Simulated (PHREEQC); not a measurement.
Consider water at 25 °C with 130 mmol/kgw HNO3, 0.084 mmol/kgw CdSO4 and 150 mmol/kgw NiSO4. Closed to the air; pH follows from the charge balance.

Equilibrium calculation in PHREEQC: ion-association model, wateq4f.dat.

This is a speciation only: nothing precipitates in the calculation.

### Question
Estimate the pH, ionic strength, activity of water.

### Answer
pH 1.29; ionic strength 0.418 mol/kgw; activity of water 0.992.

### Question
In which forms is Ni present?

### Answer
Ni+2 69 %, NiSO4 31 % of the Ni.
